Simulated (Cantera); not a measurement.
Thermodynamics of calcination and drying, feed MgSO₄ + H₂ + CO₂

Input: 1 mol MgSO₄, 0.34 mol H₂, 0.025 mol CO₂, equilibrated at 18.0 Pa.

Method: chemical equilibrium by Gibbs-energy minimisation in Cantera with the NASA 1993 tables (ideal gas, pure condensed phases). Candidate condensed phases: C, C₆H₆, C₇H₈, C₈H₁₈, H₂O, H₂SO₄, Mg, MgCO₃, MgO, Mg(OH)₂, MgS, MgSO₄, S; 130 gas species. Kinetics and transport are ignored.

| T (°C) | x SO₂ | x H₂O | x O₂ | x CO₂ | x OH | x SO₃ | x O | x H₂ | n MgO(s) | n MgSO₄(s) |
|---|---|---|---|---|---|---|---|---|---|---|
| 575 | 0.482 | 0.482 | 5.05e-7 | 0.0355 | 2.59e-9 | 6.86e-5 | <1e-12 | 2.14e-8 | 0.340 | 0.660 |
| 675 | 0.501 | 0.425 | 0.0381 | 0.0312 | 4.57e-7 | 0.00452 | 4.32e-10 | 2.77e-9 | 0.405 | 0.595 |
| 775 | 0.587 | 0.201 | 0.193 | 0.0148 | 3.37e-6 | 0.00366 | 2.07e-8 | 1.17e-8 | 1.00 | 0 |
| 875 | 0.589 | 0.201 | 0.194 | 0.0148 | 1.72e-5 | 0.00139 | 2.61e-7 | 1.39e-7 | 1.00 | 0 |
| 975 | 0.590 | 0.201 | 0.194 | 0.0148 | 6.72e-5 | 0.000618 | 2.19e-6 | 1.13e-6 | 1.00 | 0 |
| 1075 | 0.590 | 0.200 | 0.194 | 0.0147 | 0.000215 | 0.000310 | 1.34e-5 | 6.69e-6 | 1.00 | 0 |
| 1175 | 0.590 | 0.200 | 0.194 | 0.0147 | 0.000587 | 0.000172 | 6.41e-5 | 3.12e-5 | 1.00 | 0 |
| 1275 | 0.589 | 0.200 | 0.194 | 0.0147 | 0.00140 | 0.000103 | 0.000251 | 0.000119 | 1.00 | 0 |
| 1375 | 0.589 | 0.198 | 0.194 | 0.0146 | 0.00301 | 6.54e-5 | 0.000830 | 0.000386 | 1.000 | 0 |
| 1475 | 0.586 | 0.195 | 0.193 | 0.0144 | 0.00589 | 4.38e-5 | 0.00240 | 0.00109 | 1.000 | 0 |
x: gas mole fraction; n: condensed amount in mol.

From 575 °C to 675 °C the condensed part is MgO(s) + MgSO₄(s). From 775 °C to 1475 °C the condensed part is MgO(s).
